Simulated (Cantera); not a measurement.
N2O furnace oxynitridation

A perfectly stirred reactor is fed with N2O : H2O = 1 : 0.026 (molar parts), at 40000 Pa; it is held at 1125 K, and followed from long to short residence time.

Computed with Cantera and GRI-Mech 3.0 (53 species, 325 reactions). GRI-Mech 3.0 was tuned for natural gas; its chemistry of N2O as a main component is partial and can be far from experiment. The mechanism lacks the step 2 NO + O2 → 2 NO2, which can matter for NO2 below about 1400 K. The temperature is held fixed by assumption; the heat of reaction is taken as removed at once.

| τ (s) | x N2O | x H2O | x N2 | x O2 | x NO | x NO2 |
|---|---|---|---|---|---|---|
| 28 | 0.309 | 0.0197 | 0.435 | 0.211 | 0.0245 | 0.000317 |
| 6.5 | 0.630 | 0.0224 | 0.224 | 0.108 | 0.0138 | 0.000412 |
| 1.5 | 0.862 | 0.0244 | 0.0735 | 0.0353 | 0.00448 | 0.000408 |
| 0.34 | 0.946 | 0.0251 | 0.0186 | 0.00884 | 0.00105 | 0.000259 |
| 0.080 | 0.968 | 0.0253 | 0.00451 | 0.00212 | 0.000238 | 9.41e-5 |
| 0.018 | 0.973 | 0.0253 | 0.00102 | 0.000478 | 6.08e-5 | 1.63e-5 |
| 0.0042 | 0.974 | 0.0253 | 0.000234 | 0.000110 | 1.69e-5 | 1.14e-6 |
| 0.00097 | 0.975 | 0.0253 | 5.33e-5 | 2.49e-5 | 4.10e-6 | 1.65e-8 |
x: mole fraction; the columns are a selection and need not sum to one.
